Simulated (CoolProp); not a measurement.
Vapour-liquid equilibrium of n-pentane (1) + cyclohexane (2) at 275 kPa; x and y are mole fractions of (1).

Model: multi-fluid Helmholtz-energy mixture model, Thol 2019 and Zhou 2014; pair parameters Bell 2016, in CoolProp.

Q: Give the bubble temperature and the first vapour's composition at x = 0.45, 0.75, 0.85. Is there an azeotrope?

A: x = 0.45: 361.0 K, y = 0.726; x = 0.75: 349.5 K, y = 0.904; x = 0.85: 346.4 K, y = 0.946. No azeotrope shows between x = 0.05 and 0.95.

The pair parameters rest on a limited set of measurements; away from them the model extrapolates.
